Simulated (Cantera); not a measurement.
Input: 1 mol PbS, 20 mol H2, 41 mol N2, held at 975 K and 17000 Pa.

Method: chemical equilibrium by Gibbs-energy minimisation in Cantera with the NASA 1993 tables (ideal gas, pure condensed phases). Candidate condensed phases: Pb, PbS, S; 18 gas species. Kinetics and transport are ignored.

Base state: N2 0.672, H2 0.323, H2S 0.00447, PbS 0.000263, Pb 5.39e-5, NH3 1.77e-5 (mole fractions); condensed: Pb(l) + PbS(s).

Task: What changes in the equilibrium state with this change: temperature from 975 K to 725 K?

Result: 
```json
[
 {"species": "N2", "before": "0.672", "after": "0.672"},
 {"species": "H2", "before": "0.323", "after": "0.327"},
 {"species": "H2S", "before": "0.00447", "after": "0.000185"},
 {"species": "PbS", "before": "0.000263", "after": "2.10e-8"},
 {"species": "Pb", "before": "5.39e-5", "after": "1.98e-8"},
 {"species": "NH3", "before": "1.77e-5", "after": "0.000179"},
 {"species": "Pb(l), mol", "before": "0.269", "after": "0.0113"},
 {"species": "PbS(s), mol", "before": "0.711", "after": "0.989"}
]
```

Task: What changes in the equilibrium state with this change: PbS replaced by PbO?

Result: 
```json
[
 {"species": "N2", "before": "0.672", "after": "0.672"},
 {"species": "H2", "before": "0.323", "after": "0.311"},
 {"species": "H2O", "before": "0", "after": "0.0164"},
 {"species": "H2S", "before": "0.00447", "after": "0"},
 {"species": "Pb", "before": "5.39e-5", "after": "5.39e-5"},
 {"species": "PbS", "before": "0.000263", "after": "0"},
 {"species": "NH3", "before": "1.77e-5", "after": "1.67e-5"},
 {"species": "Pb(l), mol", "before": "0.269", "after": "0.997"},
 {"species": "PbS(s), mol", "before": "0.711", "after": "0"}
]
```
Further candidate phases: H2O, PbO, PbO2, Pb3O4.
